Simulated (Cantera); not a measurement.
A freely propagating, adiabatic, planar premixed flame of C₃H₈ : O₂ : N₂ : H₂O = 1 : 6.67 : 26.7 : 5.4 (molar parts), equivalence ratio 0.75, unburnt at 400 K and 760 Torr; mixture-averaged transport, grid criteria slope 0.08 and curve 0.16, no radiation.

Computed with Cantera and GRI-Mech 3.0 (53 species, 325 reactions). GRI-Mech 3.0 was tuned for natural gas; its chemistry of propane as a main component is partial and can be far from experiment. Burning velocities carry a grid error of a few per cent, more on coarse grids.

Q: What does this change do: 4 parts CO2 added?

A: 
```json
[
 {"quantity": "laminar burning velocity", "before": "26.2 cm/s", "after": "13.7 cm/s"},
 {"quantity": "thermal thickness", "before": "0.664 mm", "after": "1.04 mm"},
 {"quantity": "peak x(C₂H₆)", "before": "0.000506", "after": "0.000382"},
 {"quantity": "peak x(CH₄)", "before": "0.00116", "after": "0.000771"}
]
```

Q: What does this change do: C3H8 1 to 1.3 parts?

A: 
| quantity | before | after |
|---|---|---|
| laminar burning velocity | 26.2 cm/s | 42.4 cm/s |
| thermal thickness | 0.664 mm | 0.497 mm |
| peak x(C₂H₆) | 0.000506 | 0.000994 |
| peak x(CH₄) | 0.00116 | 0.00248 |
